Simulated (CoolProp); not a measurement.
Saturation properties of octamethyltrisiloxane (MDM).

The numbers come from the reference Helmholtz-energy equation of state, Thol 2017 in CoolProp.

| T (K) | p (MPa) | vapour density (kg/m³) | enthalpy of vaporisation (kJ/kg) | surface tension (mN/m) |
|---|---|---|---|---|
| 276.8 | ___ | 0.01104 | 212.8 | ___ |
| 284.5 | 0.0001934 | 0.01935 | 209.7 | 17.9 |
| 292.3 | 0.0003371 | 0.03284 | 206.6 | 17.1 |
| 300.1 | 0.0005667 | ___ | 203.5 | 16.4 |
| 307.9 | 0.0009214 | 0.08531 | ___ | 15.7 |
| 315.7 | ___ | 0.1313 | 197.4 | 15.0 |
| 323.5 | 0.002228 | 0.1967 | 194.4 | 14.3 |
| 331.3 | ___ | 0.2874 | 191.4 | 13.7 |
| 339.1 | 0.004855 | 0.4105 | 188.3 | 13.0 |
| 346.9 | 0.006930 | ___ | 185.3 | 12.3 |
| 354.6 | 0.009652 | 0.7847 | 182.2 | 11.7 |
| 362.4 | 0.01325 | 1.058 | 179.2 | 11.1 |
| 370.2 | 0.01789 | 1.404 | 176.0 | 10.4 |
| 378 | 0.02376 | 1.836 | 172.9 | 9.83 |

Q: Fill in the missing entries.

A: 
- 276.8, p (MPa): 0.0001074
- 276.8, surface tension (mN/m): 18.6
- 300.1, vapour density (kg/m³): 0.05380
- 307.9, enthalpy of vaporisation (kJ/kg): 200.5
- 315.7, p (MPa): 0.001453
- 331.3, p (MPa): 0.003328
- 346.9, vapour density (kg/m³): 0.5741

It boils at 425.6 K under 1 atm.

Surface tension comes from a separate correlation (Mulero 2014), older than this fluid's equation and unchecked against measurements.
